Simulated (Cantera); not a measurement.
Cantera run:

```python
import numpy as np
import cantera as ct

gas_names = """
    C CO CO2 C2 C2O C3 C3O2 C4 C5 Ca CaO Ca2 O O2 O3
""".split()
cond_names = """
    C(gr) Ca(a) Ca(b) Ca(L) CaCO3(caL) CaO(s) CaO(L)
""".split()


def load(file, names, dense=False):
    # The tables refer to 1 bar. Condensed volumes are neglected.
    table = {s.name: s for s in ct.Species.list_from_file(file)}
    out = []
    for n in names:
        d = dict(table[n].input_data)
        d["thermo"] = dict(d["thermo"], **{"reference-pressure": 1e5})
        if dense:
            d["equation-of-state"] = {"model": "constant-volume", "density": "1e6 g/cm^3"}
        out.append(ct.Species.from_dict(d))
    return out


gas = ct.Solution(thermo="ideal-gas", species=load("nasa_gas.yaml", gas_names))
cond = {s.name: ct.Solution(thermo="fixed-stoichiometry", species=[s], name=s.name)
        for s in load("nasa_condensed.yaml", cond_names, dense=True)}
atoms = {
    'CaCO3': {'Ca': 1, 'C': 1, 'O': 3},
    'CO2': {'C': 1, 'O': 2},
    'O2': {'O': 2},
    'C': {'C': 1},
}
top_T = {'C(gr)': 4500}  # K; cautious upper limits of use, not melting points


def equilibrate(T, P, feed):
    n = {}
    for name, mol in feed.items():
        for a, k in atoms[name].items():
            n[a] = n.get(a, 0.0) + k * mol
    gas.TPX = T, P, n
    mass = sum(n.values()) * gas.mean_molecular_weight
    gas.equilibrate("TP")
    valid = [c for c in cond.values() if c.min_temp <= T <= top_T.get(c.name, c.max_temp)]
    mix = ct.Mixture([(gas, mass / gas.mean_molecular_weight)] + [(c, 0.0) for c in valid])
    mix.T, mix.P = T, P
    mix.equilibrate("TP", solver="vcs", rtol=1e-11, max_steps=5000)
    return mix


results = []
feed = {'CaCO3': 1, 'CO2': 0.32, 'O2': 0.4, 'C': 0.72}  # mol
T = 1998.15  # K
for P in [10, 42, 180, 750, 3200, 13000, 56000, 240000, 1000000]:
    mix = equilibrate(T, P, feed)
    results.append((T, P, feed, dict(zip(mix.species_names, mix.species_moles))))
    x = sorted(zip(gas.X, gas.species_names), reverse=True)
    print(f"T = {T:g} K  P = {P:g} Pa  gas = {mix.phase_moles(0):.4g} mol")
    print("   x: " + "  ".join(f"{s} {v:.3e}" for v, s in x if v > 1e-05))
    print("   condensed (mol): " + ("  ".join(f"{mix.phase(i).name} {mix.phase_moles(i):.4g}"
          for i in range(1, mix.n_phases) if mix.phase_moles(i) > 1e-12) or "none"))
```

Output:

```
T = 1998.15 K  P = 10 Pa  gas = 2.147 mol
   x: CO2 5.661e-01  CO 3.843e-01  O2 3.680e-02  O 1.265e-02  Ca 1.608e-04
   condensed (mol): CaO(s) 0.9996
T = 1998.15 K  P = 42 Pa  gas = 2.078 mol
   x: CO2 6.413e-01  CO 3.405e-01  O2 1.432e-02  O 3.852e-03  Ca 2.994e-05
   condensed (mol): CaO(s) 0.9999
T = 1998.15 K  P = 180 Pa  gas = 2.051 mol
   x: CO2 6.735e-01  CO 3.214e-01  O2 4.137e-03  O 1.000e-03
   condensed (mol): CaO(s) 1
T = 1998.15 K  P = 750 Pa  gas = 2.043 mol
   x: CO2 6.830e-01  CO 3.157e-01  O2 1.058e-03  O 2.478e-04
   condensed (mol): CaO(s) 1
T = 1998.15 K  P = 3200 Pa  gas = 2.041 mol
   x: CO2 6.855e-01  CO 3.142e-01  O2 2.522e-04  O 5.856e-05
   condensed (mol): CaO(s) 1
T = 1998.15 K  P = 13000 Pa  gas = 2.04 mol
   x: CO2 6.861e-01  CO 3.138e-01  O2 6.233e-05  O 1.444e-05
   condensed (mol): CaO(s) 1
T = 1998.15 K  P = 56000 Pa  gas = 2.04 mol
   x: CO2 6.862e-01  CO 3.138e-01  O2 1.448e-05
   condensed (mol): CaO(s) 1
T = 1998.15 K  P = 240000 Pa  gas = 2.04 mol
   x: CO2 6.863e-01  CO 3.137e-01
   condensed (mol): CaO(s) 1
T = 1998.15 K  P = 1e+06 Pa  gas = 2.04 mol
   x: CO2 6.863e-01  CO 3.137e-01
   condensed (mol): CaO(s) 1
```

Method: chemical equilibrium by Gibbs-energy minimisation in Cantera with the NASA 1993 tables (ideal gas, pure condensed phases).
